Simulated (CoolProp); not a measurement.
Toluene at 439.71 K and 0.0419 MPa flows at 0.19 m/s in a round tube of 25 mm bore and 15 µm roughness, fully developed (64/Re and Nu = 3.66 if laminar; Colebrook and Gnielinski if turbulent). Each further row changes one setting.

Model: reference Helmholtz-energy equation of state, Lemmon 2006, in CoolProp. It is a short technical equation, of lower accuracy than the large ones.

| case | Reynolds number | Darcy friction factor | pressure drop (Pa/m) | heat-transfer coefficient (W/(m² K)) | mass flow (kg/h) |
|---|---|---|---|---|---|
| as stated | 501 | 0.128 | 0.0984 | 3.42 | 0.358 |
| velocity 0.38 m/s | 1000 | 0.0639 | 0.197 | 3.42 | 0.716 |
| diameter 50 mm | 1000 | 0.0639 | 0.0246 | 1.71 | 1.43 |

Viscosity comes from a separate model (Avgeri 2015). Thermal conductivity comes from a separate model (Assael 2012).
